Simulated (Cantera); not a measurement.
A perfectly stirred reactor is fed with NH₃ : N₂ = 1 : 0.22 (molar parts), at 20.0 Torr; it is held at 1350 K, and followed from long to short residence time.

Cantera simulation using the gas-phase N/H chemistry of the illustrative SiF4/NH3 mechanism in the Surface Chemkin manual (1991); the numbers are that mechanism's predictions, not measurements. Walls and surfaces, which speed up NH3 decomposition in real reactors, are not modelled.

What does this change do: temperature 1350 to 1625 K?


```
quantity                  before     after
----------------------  --------  --------
x(NH₃) at τ = 4.60 s       0.819     0.733
x(N₂H₂) at τ = 4.60 s    2.11e-7   1.90e-6
x(N) at τ = 4.60 s      5.63e-12   2.40e-8
x(H₂) at τ = 4.60 s     0.000407    0.0709
x(NH) at τ = 4.60 s      1.33e-8   9.63e-7
x(NH₃) at τ = 65.0 ms      0.820     0.819
x(N₂H₂) at τ = 65.0 ms  5.63e-10   1.01e-6
x(N) at τ = 65.0 ms       <1e-12  2.27e-10
x(H₂) at τ = 65.0 ms     3.95e-7  0.000546
x(NH) at τ = 65.0 ms    5.30e-11   3.34e-7
```

What does this change do: temperature 1350 to 1650 K?


| quantity | before | after |
|---|---|---|
| x(NH₃) at τ = 4.60 s | 0.819 | 0.703 |
| x(N₂H₂) at τ = 4.60 s | 2.11e-7 | 2.02e-6 |
| x(N) at τ = 4.60 s | 5.63e-12 | 3.69e-8 |
| x(H₂) at τ = 4.60 s | 0.000407 | 0.0957 |
| x(NH) at τ = 4.60 s | 1.33e-8 | 1.26e-6 |
| x(NH₃) at τ = 65.0 ms | 0.820 | 0.818 |
| x(N₂H₂) at τ = 65.0 ms | 5.63e-10 | 1.39e-6 |
| x(N) at τ = 65.0 ms | <1e-12 | 4.79e-10 |
| x(H₂) at τ = 65.0 ms | 3.95e-7 | 0.000908 |
| x(NH) at τ = 65.0 ms | 5.30e-11 | 4.92e-7 |
